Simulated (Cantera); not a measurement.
## Carbothermic reduction: PbO + CO + H₂

Feed: 1 mol PbO, 5.6 mol CO, 6.7 mol H₂, equilibrated at 0.190 bar.

Cantera equilibrium calculation (NASA polynomials, part measured and part estimated; ideal gas, pure solids and liquids). Candidate condensed phases: C, C₆H₆, C₇H₈, C₈H₁₈, H₂O, Pb, PbO, PbO₂, Pb₃O₄; 113 gas species. Equilibrium is a limit: real reactors are often held back by kinetics, nucleation or transport.

```json
[
 {"T (K)": "1323", "x H₂": "0.480", "x CO": "0.421", "x Pb": "0.0185", "x H₂O": "0.0542", "x CO₂": "0.0256", "x H": "2.52e-6", "x PbO": "2.12e-7", "x Pb₂": "2.14e-6", "n Pb(l)": "0.768"},
 {"T (K)": "1373", "x H₂": "0.471", "x CO": "0.416", "x Pb": "0.0338", "x H₂O": "0.0550", "x CO₂": "0.0236", "x H": "5.24e-6", "x PbO": "6.02e-7", "x Pb₂": "5.82e-6", "n Pb(l)": "0.570"},
 {"T (K)": "1423", "x H₂": "0.458", "x CO": "0.407", "x Pb": "0.0590", "x H₂O": "0.0549", "x CO₂": "0.0216", "x H": "1.03e-5", "x PbO": "1.58e-6", "x Pb₂": "1.47e-5", "n Pb(l)": "0.229"},
 {"T (K)": "1473", "x H₂": "0.449", "x CO": "0.401", "x Pb": "0.0751", "x H₂O": "0.0552", "x CO₂": "0.0200", "x H": "1.94e-5", "x PbO": "2.95e-6", "x Pb₂": "2.00e-5", "n Pb(l)": "0"},
 {"T (K)": "1523", "x H₂": "0.447", "x CO": "0.402", "x Pb": "0.0751", "x H₂O": "0.0563", "x CO₂": "0.0189", "x H": "3.55e-5", "x PbO": "4.20e-6", "x Pb₂": "1.70e-5", "n Pb(l)": "0"},
 {"T (K)": "1573", "x H₂": "0.446", "x CO": "0.403", "x Pb": "0.0752", "x H₂O": "0.0573", "x CO₂": "0.0179", "x H": "6.23e-5", "x PbO": "5.84e-6", "x Pb₂": "1.46e-5", "n Pb(l)": "0"},
 {"T (K)": "1623", "x H₂": "0.446", "x CO": "0.404", "x Pb": "0.0752", "x H₂O": "0.0582", "x CO₂": "0.0170", "x H": "0.000106", "x PbO": "7.95e-6", "x Pb₂": "1.26e-5", "n Pb(l)": "0"},
 {"T (K)": "1673", "x H₂": "0.445", "x CO": "0.405", "x Pb": "0.0751", "x H₂O": "0.0589", "x CO₂": "0.0162", "x H": "0.000174", "x PbO": "1.06e-5", "x Pb₂": "1.10e-5", "n Pb(l)": "0"},
 {"T (K)": "1723", "x H₂": "0.444", "x CO": "0.405", "x Pb": "0.0751", "x H₂O": "0.0596", "x CO₂": "0.0155", "x H": "0.000279", "x PbO": "1.39e-5", "x Pb₂": "9.63e-6", "n Pb(l)": "0"},
 {"T (K)": "1773", "x H₂": "0.443", "x CO": "0.406", "x Pb": "0.0751", "x H₂O": "0.0603", "x CO₂": "0.0149", "x H": "0.000434", "x PbO": "1.80e-5", "x Pb₂": "8.51e-6", "n Pb(l)": "0"},
 {"T (K)": "1823", "x H₂": "0.442", "x CO": "0.407", "x Pb": "0.0751", "x H₂O": "0.0608", "x CO₂": "0.0143", "x H": "0.000661", "x PbO": "2.29e-5", "x Pb₂": "7.57e-6", "n Pb(l)": "0"},
 {"T (K)": "1873", "x H₂": "0.442", "x CO": "0.407", "x Pb": "0.0751", "x H₂O": "0.0613", "x CO₂": "0.0138", "x H": "0.000984", "x PbO": "2.87e-5", "x Pb₂": "6.77e-6", "n Pb(l)": "0"},
 {"T (K)": "1923", "x H₂": "0.441", "x CO": "0.407", "x Pb": "0.0751", "x H₂O": "0.0618", "x CO₂": "0.0133", "x H": "0.00144", "x PbO": "3.56e-5", "x Pb₂": "6.08e-6", "n Pb(l)": "0"}
]
```
x: gas mole fraction; n: condensed amount in mol.

From 1323 K to 1423 K the condensed part is Pb(l). From 1473 K to 1923 K nothing is condensed. The main Pb-bearing gas is Pb throughout.
